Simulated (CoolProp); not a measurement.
A simple Rankine cycle with R115: condensing at 298.15 K, boiler at 2.33 MPa, turbine inlet 340.9 K, turbine efficiency 0.75, pump efficiency 0.6, no recuperator. Each further row changes one setting.

The numbers come from the reference Helmholtz-energy equation of state, Lemmon 2016 in CoolProp.

```tsv
case	thermal efficiency (%)	net work (kJ/kg)	heat in (kJ/kg)	turbine exit temperature (K)	volume ratio over the turbine
as stated	6.3	6.81	108	305.9	3.26
turbine inlet 360.9 K	6.6	8.57	131	331.7	2.91
condensing temperature 290.15 K	7.6	8.79	116	300.2	4.12
boiler pressure 1.63 MPa	4.5	5.44	121	323.7	1.93
turbine efficiency 0.65	5.3	5.66	108	307.2	3.29
```
